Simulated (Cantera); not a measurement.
Ignition delay

Mixture: 6.48 % CH4, 19.6 % O2, 73.9 % N2, at 5.00 bar, adiabatic and at constant pressure. Ignition delay is the time to a rise of 400 K.

Computed with Cantera and GRI-Mech 3.0 (53 species, 325 reactions).

| T0 (K) | delay (ms) |
|---|---|
| 1075 | 46.0 |
| 1150 | 15.8 |
| 1225 | 5.92 |
| 1300 | 2.38 |
| 1375 | 1.02 |
| 1450 | 0.466 |

```json
{
  "apparent activation energy between 1300 and 1450 K": "170 kJ/mol"
}
```
